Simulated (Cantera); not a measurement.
Standard-state values (1 bar) from the NASA 1993 polynomials, evaluated with Cantera. Values are per mole of reaction as written; species without (g) are pure solids or liquids, kept so even where they would boil at 1 bar.

a) 1.333 B + O₂(g) = 0.6667 B₂O₃(g)
b) 1.333 Ti + O₂(g) = 0.6667 Ti₂O₃
c) 0.6667 Cr + O₂(g) = 0.6667 CrO₃(g)
d) 1.143 Ti + O₂(g) = 0.2857 Ti₄O₇

Problem. Order these by ΔG° at 1648 K, most negative first.

Solution. b (-717 kJ), d (-683 kJ), a (-514 kJ), c (-118 kJ)
